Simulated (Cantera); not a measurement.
Cantera run:

```python
import numpy as np
import cantera as ct

gas_names = """
    CL CL2 H HCL H2 Si SiCL SiCL2 SiCL3 SiCL4 SiH SiHCL3 SiH2 SiH2CL2 SiH3 SiH3CL SiH4 Si2 Si3
""".split()
cond_names = """
    Si(cr) Si(L)
""".split()


def load(file, names, dense=False):
    # The tables refer to 1 bar. Condensed volumes are neglected.
    table = {s.name: s for s in ct.Species.list_from_file(file)}
    out = []
    for n in names:
        d = dict(table[n].input_data)
        d["thermo"] = dict(d["thermo"], **{"reference-pressure": 1e5})
        if dense:
            d["equation-of-state"] = {"model": "constant-volume", "density": "1e6 g/cm^3"}
        out.append(ct.Species.from_dict(d))
    return out


gas = ct.Solution(thermo="ideal-gas", species=load("nasa_gas.yaml", gas_names))
cond = {s.name: ct.Solution(thermo="fixed-stoichiometry", species=[s], name=s.name)
        for s in load("nasa_condensed.yaml", cond_names, dense=True)}
atoms = {
    'Si3H8': {'Si': 3, 'H': 8},
    'Cl2': {'CL': 2},
    'H2': {'H': 2},
}
top_T = {}  # K; cautious upper limits of use, not melting points


def equilibrate(T, P, feed):
    n = {}
    for name, mol in feed.items():
        for a, k in atoms[name].items():
            n[a] = n.get(a, 0.0) + k * mol
    gas.TPX = T, P, n
    mass = sum(n.values()) * gas.mean_molecular_weight
    gas.equilibrate("TP")
    valid = [c for c in cond.values() if c.min_temp <= T <= top_T.get(c.name, c.max_temp)]
    mix = ct.Mixture([(gas, mass / gas.mean_molecular_weight)] + [(c, 0.0) for c in valid])
    mix.T, mix.P = T, P
    mix.equilibrate("TP", solver="vcs", rtol=1e-11, max_steps=5000)
    return mix


results = []
feed = {'Si3H8': 1, 'Cl2': 0.1, 'H2': 520}  # mol
P = 1000  # Pa
for T in [1098, 1148, 1198, 1248, 1298, 1348, 1398, 1448, 1498, 1548, 1598, 1648, 1698, 1748]:
    mix = equilibrate(T, P, feed)
    results.append((T, P, feed, dict(zip(mix.species_names, mix.species_moles))))

top = {s: max(r[3][s] / sum(r[3][g] for g in gas_names) for r in results) for s in gas_names}
cols = sorted((s for s in top if top[s] > 0.0001), key=lambda s: -top[s])[:9]
seen = [c for c in cond_names if any(r[3].get(c, 0) > 1e-12 for r in results)]
print("log10 of partial pressures in bar; condensed amounts in mol")
print(f"{'T/K':>10s}" + "".join(f"{s[:9]:>10s}" for s in cols + seen))
for T, P, feed, n in results:
    ng = sum(n[g] for g in gas_names)
    print(f"{T:10.4g}" + "".join(f"{np.log10(max(n[s] / ng * P / 1e5, 1e-99)):10.3f}" for s in cols)
          + "".join(f"{n.get(c, 0):10.4g}" for c in seen))
```

Result:

```
log10 of partial pressures in bar; condensed amounts in mol
       T/K        H2         H       HCL        Si    Si(cr)     Si(L)
      1098    -2.000    -8.607    -5.419   -13.665         3         0
      1148    -2.000    -8.145    -5.419   -12.739         3         0
      1198    -2.000    -7.721    -5.419   -11.890         3         0
      1248    -2.000    -7.331    -5.419   -11.110         3         0
      1298    -2.000    -6.970    -5.419   -10.391         3         0
      1348    -2.000    -6.636    -5.419    -9.726         3         0
      1398    -2.000    -6.325    -5.419    -9.108         3         0
      1448    -2.000    -6.036    -5.419    -8.534     2.999         0
      1498    -2.000    -5.765    -5.420    -7.998     2.998         0
      1548    -2.000    -5.512    -5.420    -7.498     2.996         0
      1598    -2.000    -5.274    -5.420    -7.029     2.991         0
      1648    -2.001    -5.051    -5.420    -6.589     2.979         0
      1698    -2.001    -4.840    -5.421    -6.183         0     2.952
      1748    -2.001    -4.642    -5.422    -5.837         0     2.901
```

Cantera equilibrium calculation (NASA polynomials, part measured and part estimated; ideal gas, pure solids and liquids). The feed counts by its element totals alone. Gases not in the tables: Si2H6 and higher silanes.
